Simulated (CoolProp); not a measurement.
Vapour-liquid equilibrium of benzene (1) + p-xylene (2) at 110.05 °C; x and y are mole fractions of (1).

Values from CoolProp's multi-fluid Helmholtz-energy mixture model, Thol 2012 and Zhou 2012; pair parameters Bell 2016.

```json
[
 {"x": "0.05", "bubble pressure, mixture model (MPa)": "0.05322", "bubble pressure, Raoult's law (MPa)": "0.05404", "y, mixture model": "0.201", "y, Raoult's law": "0.217"},
 {"x": "0.2", "bubble pressure, mixture model (MPa)": "0.08037", "bubble pressure, Raoult's law (MPa)": "0.08255", "y, mixture model": "0.549", "y, Raoult's law": "0.568"},
 {"x": "0.35", "bubble pressure, mixture model (MPa)": "0.1086", "bubble pressure, Raoult's law (MPa)": "0.1111", "y, mixture model": "0.726", "y, Raoult's law": "0.739"},
 {"x": "0.5", "bubble pressure, mixture model (MPa)": "0.1373", "bubble pressure, Raoult's law (MPa)": "0.1396", "y, mixture model": "0.832", "y, Raoult's law": "0.840"},
 {"x": "0.65", "bubble pressure, mixture model (MPa)": "0.1663", "bubble pressure, Raoult's law (MPa)": "0.1681", "y, mixture model": "0.901", "y, Raoult's law": "0.907"},
 {"x": "0.8", "bubble pressure, mixture model (MPa)": "0.1953", "bubble pressure, Raoult's law (MPa)": "0.1966", "y, mixture model": "0.951", "y, Raoult's law": "0.955"},
 {"x": "0.95", "bubble pressure, mixture model (MPa)": "0.2247", "bubble pressure, Raoult's law (MPa)": "0.2251", "y, mixture model": "0.989", "y, Raoult's law": "0.990"}
]
```

The largest gap from Raoult's law is -2.6 % in bubble pressure, at x = 0.2. No azeotrope shows between x = 0.05 and 0.95.

The pair parameters rest on a limited set of measurements; away from them the model extrapolates.
